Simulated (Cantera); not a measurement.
A closed system holds: 1 mol Ti, 0.3 mol CH4, a varied amount of H2, 0.63 mol H2O, equilibrated at 1850 K and 10.0 Torr.

Points: n(H2) (mol) = 23, 47, 70, 93, 120, 140, 160.

Cantera's Mixture.equilibrate('TP', solver="vcs", rtol=1e-11, max_steps=5000) on the NASA tables stopped like this:

```
*******************************************************************************
CanteraError thrown by VCS_SOLVE::solve_tp_inner:
vcs_solve_TP: ERROR on step change wt[116:Ti4O7(s)]: -3.469446951953614e-18 < 0.0
*******************************************************************************
```

Task: What got this run through?

Result: One answer among several that fit: The failure is numerical, not chemical. The same input converged with solver="gibbs", rtol=1e-10, max_steps=50000, and the result passed a check of the equilibrium conditions:
```
log10 of partial pressures in bar; condensed amounts in mol
     n(H2)        H2         H     Ti(b)    TiC(s)    TiO(b)
        23    -1.877    -4.207   0.06816    0.2999    0.6298
        47    -1.877    -4.207   0.06635    0.2998    0.6296
        70    -1.877    -4.207    0.0646    0.2997    0.6294
        93    -1.877    -4.207   0.06286    0.2996    0.6293
       120    -1.877    -4.207   0.06082    0.2995    0.6291
       140    -1.877    -4.207    0.0593    0.2995    0.6289
       160    -1.877    -4.207   0.05779    0.2994    0.6287
```

The gas is ideal and each condensed phase is pure. Mutual solubility and eutectic melting of coexisting phases are not modelled. TiC, TiO: taken at fixed stoichiometry. Condensed phases not in the tables: solid solutions among these carbides, nitrides and lower oxides, N, O or C dissolved in the metal.
